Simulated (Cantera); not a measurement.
A closed system holds: 1 mol trisilylamine, 3.9 mol NH3, 8.4 mol N2, held at 5.30 Pa.

Cantera equilibrium calculation (NASA polynomials, part measured and part estimated; ideal gas, pure solids and liquids). Candidate condensed phases: Si, Si3N4; 18 gas species. The feed counts by its element totals alone. The tables' values for SiN are old estimates; treat these amounts as uncertain. Gases not in the tables: Si2H6 and higher silanes. The numbers say what is thermodynamically allowed, not how fast it happens.

log p: log10 of the partial pressure in bar; n: condensed amount in mol.

```csv
T (°C),log p N2,log p H2,log p H,log p Si,log p Si2,log p SiH,n Si(s),n Si(l)
1325,-4.57,-4.59,-6.57,-7.03,___,-8.98,2.96,0
1375,-4.57,-4.59,-6.35,-6.59,___,-8.62,2.89,0
1425,-4.58,-4.60,-6.14,-6.18,___,-8.29,0,2.72
1475,-4.58,-4.61,-5.95,-5.84,___,-8.02,0,2.37
1525,-4.60,-4.64,-5.77,-5.51,___,-7.77,0,1.62
1575,-4.63,-4.68,-5.61,-5.20,___,-7.55,0,0
1625,-4.64,-4.70,-5.45,-5.20,___,-7.61,0,0
1675,-4.64,-4.72,-5.31,-5.21,___,-7.68,0,0
1725,-4.65,-4.75,-5.17,-5.21,___,-7.76,0,0
1775,-4.66,-4.79,-5.04,-5.22,___,-7.83,0,0
```

Problem. Fill in the missing entries.

Solution. 
- 1325, log p Si2: -9.64
- 1375, log p Si2: -9.07
- 1425, log p Si2: -8.54
- 1475, log p Si2: -8.13
- 1525, log p Si2: -7.73
- 1575, log p Si2: -7.36
- 1625, log p Si2: -7.59
- 1675, log p Si2: -7.82
- 1725, log p Si2: -8.04
- 1775, log p Si2: -8.26
